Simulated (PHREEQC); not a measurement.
Dissolve 30 mmol/kgw (CH3)4NF and 5.6 mmol/kgw (NH4)2SiF6 at 25 °C. Closed to the air; pH follows from the charge balance.

Model: ion-association model, phreeqc.dat, run in PHREEQC.

Precipitation was switched off in this run.

Task: What pH does the model give?

Result: pH 4.83.

Task: In which forms is F present?

Result: SiF6-2 51 %, F- 48 %, HF 0.9 % of the F.

The solution is supersaturated, for example in Quartz (slow to form), so a real one may precipitate; this is no full list. Complexes and solids missing from the database can't appear. (CH3)4N+ isn't in the database: it is added as a free cation with an ion size of 4 Å. SiF6-2 is the database's only silicon fluoride.
